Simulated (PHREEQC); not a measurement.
Consider water at 25 °C with 1.3 mol LiBr, 0.056 mol CaCl2 and 0.096 mol LiCl per kg of water. Closed to the air; pH follows from the charge balance.

Computed with PHREEQC (ion-association model, phreeqc.dat).

Q: The ionic strength comes out as 1.56 mol/kgw. What activity coefficients do Br-, Li+, Cl-, Ca+2 get?

A: Br- 0.52, Li+ 0.65, Cl- 0.59, Ca+2 0.26.

This is a speciation only: nothing precipitates in the calculation. Ionic strength above about 0.7 mol/kgw puts this run outside the model's range. Species that the database lacks are ignored.
